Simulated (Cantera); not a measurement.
A Cantera script and what it prints.

```python
import numpy as np
import cantera as ct

gas_names = [...]  # 151 gases of nasa_gas.yaml made of C, H, N, O, Si
cond_names = """
    C(gr) C6H6(L) C7H8(L) C8H18(L),n-octa H2O(s) H2O(L) Si(cr) Si(L) SiC(b) SiO2(Lqz) SiO2(hqz) SiO2(L)
    Si2N2O(s) Si3N4(a)
""".split()


# ... load() reads the species with a 1 bar reference pressure and builds the phases ...
atoms = {
    'Si3N4': {'Si': 3, 'N': 4},
    'CO2': {'C': 1, 'O': 2},
    'H2': {'H': 2},
}
top_T = {'C(gr)': 4500, 'SiC(b)': 3050, 'Si2N2O(s)': 2100, 'Si3N4(a)': 2400}  # K; cautious upper limits of use, not melting points


# ... equilibrate(T, P, feed) seeds the gas with the atoms and calls Mixture.equilibrate('TP', solver="vcs", rtol=1e-11, max_steps=5000) ...
results = []
T = 1675  # K
P = 4.9  # Pa
for m in [5.4, 17, 29, 40, 52, 64, 76, 87, 99, 110, 120]:
    feed = {'Si3N4': 1, 'CO2': 0.55, 'H2': m}  # mol
    mix = equilibrate(T, P, feed)
    results.append((T, P, feed, dict(zip(mix.species_names, mix.species_moles))))
    x = sorted(zip(gas.X, gas.species_names), reverse=True)
    print(f"T = {T:g} K  P = {P:g} Pa  n(H2) = {m:g} mol  gas = {mix.phase_moles(0):.4g} mol")
    print("   x: " + "  ".join(f"{s} {v:.3e}" for v, s in x if v > 0.001))
    print("   condensed (mol): " + ("  ".join(f"{mix.phase(i).name} {mix.phase_moles(i):.4g}"
          for i in range(1, mix.n_phases) if mix.phase_moles(i) > 1e-12) or "none"))
```

Result:

```
T = 1675 K  P = 4.9 Pa  n(H2) = 5.4 mol  gas = 8.634 mol
   x: H2 6.188e-01  N2 2.316e-01  SiO 1.216e-01  H 1.305e-02  Si 8.857e-03  CO 5.828e-03
   condensed (mol): Si(cr) 1.372  SiC(b) 0.4991
T = 1675 K  P = 4.9 Pa  n(H2) = 17 mol  gas = 20.44 mol
   x: H2 8.242e-01  N2 9.783e-02  SiO 5.136e-02  H 1.506e-02  Si 8.857e-03  CO 2.462e-03
   condensed (mol): Si(cr) 1.264  SiC(b) 0.4985
T = 1675 K  P = 4.9 Pa  n(H2) = 29 mol  gas = 32.65 mol
   x: H2 8.804e-01  N2 6.124e-02  SiO 3.215e-02  H 1.556e-02  Si 8.857e-03  CO 1.541e-03
   condensed (mol): Si(cr) 1.152  SiC(b) 0.4978
T = 1675 K  P = 4.9 Pa  n(H2) = 40 mol  gas = 43.84 mol
   x: H2 9.044e-01  N2 4.560e-02  SiO 2.394e-02  H 1.577e-02  Si 8.857e-03  CO 1.148e-03
   condensed (mol): Si(cr) 1.05  SiC(b) 0.4973
T = 1675 K  P = 4.9 Pa  n(H2) = 52 mol  gas = 56.05 mol
   x: H2 9.197e-01  N2 3.567e-02  SiO 1.873e-02  H 1.591e-02  Si 8.857e-03
   condensed (mol): Si(cr) 0.9386  SiC(b) 0.4967
T = 1675 K  P = 4.9 Pa  n(H2) = 64 mol  gas = 68.26 mol
   x: H2 9.295e-01  N2 2.929e-02  H 1.599e-02  SiO 1.538e-02  Si 8.857e-03
   condensed (mol): Si(cr) 0.8272  SiC(b) 0.496
T = 1675 K  P = 4.9 Pa  n(H2) = 76 mol  gas = 80.47 mol
   x: H2 9.364e-01  N2 2.484e-02  H 1.605e-02  SiO 1.304e-02  Si 8.857e-03
   condensed (mol): Si(cr) 0.7159  SiC(b) 0.4954
T = 1675 K  P = 4.9 Pa  n(H2) = 87 mol  gas = 91.66 mol
   x: H2 9.410e-01  N2 2.181e-02  H 1.609e-02  SiO 1.145e-02  Si 8.857e-03
   condensed (mol): Si(cr) 0.6138  SiC(b) 0.4949
T = 1675 K  P = 4.9 Pa  n(H2) = 99 mol  gas = 103.9 mol
   x: H2 9.450e-01  N2 1.924e-02  H 1.612e-02  SiO 1.011e-02  Si 8.857e-03
   condensed (mol): Si(cr) 0.5024  SiC(b) 0.4943
T = 1675 K  P = 4.9 Pa  n(H2) = 110 mol  gas = 115.1 mol
   x: H2 9.478e-01  N2 1.737e-02  H 1.615e-02  SiO 9.122e-03  Si 8.857e-03
   condensed (mol): Si(cr) 0.4003  SiC(b) 0.4937
T = 1675 K  P = 4.9 Pa  n(H2) = 120 mol  gas = 125.2 mol
   x: H2 9.500e-01  H 1.617e-02  N2 1.596e-02  Si 8.857e-03  SiO 8.381e-03
   condensed (mol): Si(cr) 0.3075  SiC(b) 0.4932
```

Equilibrium computed with Cantera from the NASA thermochemical tables; the gas is ideal and each condensed phase is pure. Mutual solubility and eutectic melting of coexisting phases are not modelled. The tables' values for SiN are old estimates; treat these amounts as uncertain. Gases not in the tables: Si2H6 and higher silanes.
